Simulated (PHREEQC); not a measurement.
0.97 g of hydrous ferric oxide (600 m²/g; 0.2 weak and 0.005 strong sites per Fe, Dzombak-Morel constants, diffuse double layer) in 1 kg of water with 0.005 mol/kgw of an inert sodium salt and 0.0089 mmol/kgw NaH2PO4, at 25 °C; the pH is set by adding NaOH or the inert anion's acid. O2 is buffered at 0.21 atm. The system is closed to CO2. No solid was allowed to form.

The series has 13 steps of pH, from 3 to 11.

Computed with PHREEQC (ion-association model, wateq4f.dat).

Near which pH is half of the P sorbed, and on which side is more sorbed?

Near pH 9.4, with more sorbed at lower pH.

H3PO4, which wateq4f.dat lacks, is added to it with the constant of phreeqc.dat. The oxide is taken as insoluble; below pH 4 it would dissolve.
